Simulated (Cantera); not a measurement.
**Thermodynamics of carbothermic reduction, feed CuO + CO**

Input: 1 mol CuO, 2.1 mol CO, equilibrated at 2575 K.

Method: chemical equilibrium by Gibbs-energy minimisation in Cantera with the NASA 1993 tables (ideal gas, pure condensed phases). Candidate condensed phases: C, Cu, CuO, Cu₂O; 15 gas species. Rates play no part.

From 10.0 Pa to 37000 Pa nothing is condensed. From 190000 Pa to 1000000 Pa the condensed part is Cu(l). The main Cu-bearing gas is Cu throughout.

```tsv
P (Pa)	log p CO	log p CO₂	log p Cu	log p O	log p O₂	n Cu(l)
10	-4.29	-6.00	-4.60	-4.66	-5.96	0
52	-3.58	-4.71	-3.87	-4.08	-4.79	0
270	-2.88	-3.57	-3.12	-3.63	-3.90	0
1400	-2.21	-2.58	-2.38	-3.32	-3.27	0
7200	-1.55	-1.72	-1.65	-3.12	-2.87	0
37000	-0.87	-0.95	-0.93	-3.03	-2.69	0
190000	-0.07	-0.11	-0.58	-3.00	-2.63	0.647
1000000	0.71	0.67	-0.58	-2.99	-2.62	0.941
```
log p: log10 of the partial pressure in bar; n: condensed amount in mol.
